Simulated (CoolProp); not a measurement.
The fluid at 293.15 K and 0.00669 MPa flows at 15 m/s in a round tube of 1 mm bore and 0.25 µm roughness, fully developed (64/Re and Nu = 3.66 if laminar; Colebrook and Gnielinski if turbulent). The same conditions are run with several fluids, on thermodynamics alone (safety and materials aside).

The numbers come from the reference Helmholtz-energy equation of state of each fluid (methanol: de Reuck 1993; CF4 (R14): Platzer 1990; R124: de Vries 1995; R22: Kamei 1995) in CoolProp. The equations of Platzer and Polt are older, rougher fits.

```csv
fluid,Reynolds number,Darcy friction factor,pressure drop (Pa/m),heat-transfer coefficient (W/(m² K)),mass flow (kg/h)
methanol,(withheld),(withheld),4550,53.7,0.00375
CF4 (R14),214,0.299,8130,57.0,0.0102
R124,444,(withheld),6080,(withheld),0.0159
R22,263,(withheld),6500,40.8,0.0101
```

Problem. What belongs in the gaps?

Solution. 
- methanol, Reynolds number: 140
- methanol, Darcy friction factor: 0.457
- R124, Darcy friction factor: 0.144
- R124, heat-transfer coefficient (W/(m² K)): 46.7
- R22, Darcy friction factor: 0.243

Transport values come from each fluid's own correlations; those of CF4 (R14), R124, R22 are estimates that may be off by 10 % or more.
